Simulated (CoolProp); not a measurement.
500 sccm (0 °C, 1 atm) of nitrogen bubbles through liquid the fluoroketone C6F12O (FK-5-1-12) at 304.4 K and leaves saturated at a total pressure of 0.15 MPa (ideal gas phase). Each further row changes one setting.

Computed with CoolProp (reference Helmholtz-energy equation of state, McLinden 2015).

```json
[
 {"case": "as stated", "vapour pressure (kPa)": "52.2", "mole fraction of vapour": "0.348", "delivery (mg/min)": "3760", "delivery (sccm)": "267", "change of delivery for a bath 1 K warmer (%)": "6.4"},
 {"case": "bath temperature 309.4 K", "vapour pressure (kPa)": "(withheld)", "mole fraction of vapour": "0.423", "delivery (mg/min)": "5180", "delivery (sccm)": "367", "change of delivery for a bath 1 K warmer (%)": "(withheld)"},
 {"case": "total pressure 0.3 MPa", "vapour pressure (kPa)": "52.2", "mole fraction of vapour": "0.174", "delivery (mg/min)": "1490", "delivery (sccm)": "105", "change of delivery for a bath 1 K warmer (%)": "(withheld)"}
]
```

Problem. Complete the blanks.

Solution. 
- bath temperature 309.4 K, vapour pressure (kPa): 63.5
- bath temperature 309.4 K, change of delivery for a bath 1 K warmer (%): 7.0
- total pressure 0.3 MPa, change of delivery for a bath 1 K warmer (%): 5.0
